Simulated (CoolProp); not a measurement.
Vapour-liquid equilibrium of methanol (1) + n-undecane (2) at 138.55 °C; x and y are mole fractions of (1).

Computed with CoolProp (multi-fluid Helmholtz-energy mixture model, de Reuck 1993 and Aleksandrov 2011; pair parameters Bell 2016).

```csv
x,"bubble pressure, mixture model (MPa)","bubble pressure, Raoult's law (MPa)","y, mixture model","y, Raoult's law"
0.05,0.03473,0.07103,0.468,0.740
0.15,?,0.1742,0.881,0.905
0.25,0.3296,0.2773,0.958,0.947
0.35,0.5635,0.3805,?,0.967
0.45,0.7458,0.4836,0.984,0.978
0.55,0.8419,0.5868,?,0.985
0.65,?,0.6899,0.987,0.990
0.75,?,0.7931,0.987,0.994
0.85,0.9255,0.8962,0.989,0.997
0.95,0.9981,0.9994,?,0.999
```

### Question
Fill in the missing entries.

### Answer

- 0.15, bubble pressure, mixture model (MPa): 0.1321
- 0.35, y, mixture model: 0.977
- 0.55, y, mixture model: 0.986
- 0.65, bubble pressure, mixture model (MPa): 0.8760
- 0.75, bubble pressure, mixture model (MPa): 0.8920
- 0.95, y, mixture model: 0.995

The largest gap from Raoult's law is +54.2 % in bubble pressure, at x = 0.45. No azeotrope shows between x = 0.05 and 0.95.

Pair parameters are fitted to limited data, so mixtures are less certain than the pure fluids. The gap from Raoult's law changes sign with composition, which may be real or a fault of the pair parameters; it wasn't checked against measurements. With so large a gap from Raoult's law the liquid may split in two, which this calculation doesn't test in full.
